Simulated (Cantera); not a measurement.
Feed: 1 mol SiHCl₃, 10 mol N₂, at 1575 K.

Method: chemical equilibrium by Gibbs-energy minimisation in Cantera with the NASA 1993 tables (ideal gas, pure condensed phases). Candidate condensed phases: NH₄Cl, Si, Si₃N₄; 28 gas species. Kinetics and transport are ignored.

What share of the Si ends up in condensed phases as a function of P (Pa), at 5, 15, 45, 140, 410, 1200, 3700, 11000, 33000, 100000?


| P (Pa) | Si condensed (%) | as |
|---|---|---|
| 5 | 0.0 | - |
| 15 | 0.0 | - |
| 45 | 0.0 | - |
| 140 | 0.0 | - |
| 410 | 0.0 | - |
| 1200 | 0.0 | - |
| 3700 | 6.1 | Si₃N₄(s) |
| 11000 | 20.0 | Si₃N₄(s) |
| 33000 | 31.1 | Si₃N₄(s) |
| 100000 | 37.6 | Si₃N₄(s) |
